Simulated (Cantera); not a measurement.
Input (Python, Cantera) and output of one run.

```python
import numpy as np
import cantera as ct

gas_names = """
    H HO2 H2 H2O H2O2 Mg MgH MgO MgOH MgO2H2 Mg2 O OH O2 O3
""".split()
cond_names = """
    H2O(s) H2O(L) Mg(cr) Mg(L) MgO(s) MgO(L) MgO2H2(s)
""".split()


# ... load() reads the species with a 1 bar reference pressure and builds the phases ...
atoms = {
    'Mg(OH)2': {'Mg': 1, 'O': 2, 'H': 2},
    'H2O': {'H': 2, 'O': 1},
    'H2': {'H': 2},
}
top_T = {}  # K; cautious upper limits of use, not melting points


# ... equilibrate(T, P, feed) seeds the gas with the atoms and calls Mixture.equilibrate('TP', solver="vcs", rtol=1e-11, max_steps=5000) ...
results = []
feed = {'Mg(OH)2': 1, 'H2O': 6.2, 'H2': 0.83}  # mol
T = 1848.15  # K
P = 7700  # Pa
mix = equilibrate(T, P, feed)
results.append((T, P, feed, dict(zip(mix.species_names, mix.species_moles))))
print(gas.report(threshold=0.001))
for i in range(1, mix.n_phases):
    print(f"{mix.phase(i).name:16s} {mix.phase_moles(i):12.5e} mol")
```

Result:

```
       temperature   1848.2 K
          pressure   7700 Pa
           density   0.0081946 kg/m^3
  mean mol. weight   16.353 kg/kmol
   phase of matter   gas

                          1 kg             1 kmol
                     ---------------   ---------------
          enthalpy       -9.3563e+06       -1.5301e+08  J
   internal energy       -1.0296e+07       -1.6837e+08  J
           entropy             16952        2.7722e+05  J/K
    Gibbs function       -4.0686e+07       -6.6536e+08  J
 heat capacity c_p            2981.1             48750  J/K
 heat capacity c_v            2472.6             40436  J/K

                      mass frac. Y      mole frac. X     chem. pot. / RT
                     ---------------   ---------------   ---------------
                H2          0.012724           0.10321           -24.067
               H2O           0.98677           0.89576           -45.541
     [  +13 minor]        0.00050155         0.0010287

Mg(L)             0.00000e+00 mol
MgO(s)            9.99895e-01 mol
```

Method: chemical equilibrium by Gibbs-energy minimisation in Cantera with the NASA 1993 tables (ideal gas, pure condensed phases).
